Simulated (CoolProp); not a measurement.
A simple Rankine cycle with R1336mzz(Z): condensing at 299.15 K, boiler at 1.84 MPa, turbine inlet 421.2 K, turbine efficiency 0.65, pump efficiency 0.8, no recuperator. Each further row changes one setting.

Values from CoolProp's reference Helmholtz-energy equation of state, McLinden 2020.

```
case                             thermal efficiency (%)  net work (kJ/kg)  heat in (kJ/kg)  turbine exit temperature (K)  volume ratio over the turbine
-------------------------------  ----------------------  ----------------  ---------------  ----------------------------  -----------------------------
as stated                                          12.7              32.1              252                         356.1                           32.4
turbine inlet 441.2 K                              12.7              35.7              281                         381.6                           28.7
condensing temperature 291.15 K                    13.6              35.6              262                         352.0                           44.3
boiler pressure 1.29 MPa                           11.8              31.4              266                         371.4                           19.0
turbine efficiency 0.55                            10.7              27.0              252                         361.5                           32.9
```
